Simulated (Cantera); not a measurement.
**Transport properties of process gases**

Gas mixture: 39.2 % NH3, 52.0 % N2, 8.80 % C3H8, at 9.87 atm, frozen composition.

Cantera's kinetic-theory transport with the Lennard-Jones parameters of GRI-Mech 3.0, ideal gas; thermal conductivity in the mixture-averaged form. Polar gases are described roughly by these parameters. The composition is frozen, though it would react at the higher temperatures.

```tsv
T (K)	ρ (kg/m³)	cp (J/kg/K)	μ (µPa s)	λ (mW/m/K)	Pr	D (cm²/s) OH	D (cm²/s) H	D (cm²/s) NH3
400	7.55	1539	17.6	36.7	0.738	0.0518	0.194	0.0342
500	6.04	1662	21.2	46.8	0.751	0.0766	0.290	0.0519
600	5.04	1781	24.5	57.2	0.762	0.105	0.400	0.0725
700	4.32	1891	27.7	67.8	0.771	0.137	0.523	0.0956
800	3.78	1992	30.6	78.4	0.779	0.171	0.659	0.121
900	3.36	2084	33.5	88.9	0.785	0.209	0.806	0.149
1000	3.02	2172	36.2	99.3	0.791	0.250	0.964	0.179
1100	2.75	2243	38.8	110	0.794	0.293	1.13	0.211
```
D: mixture-averaged diffusion coefficient of that species in the mixture.
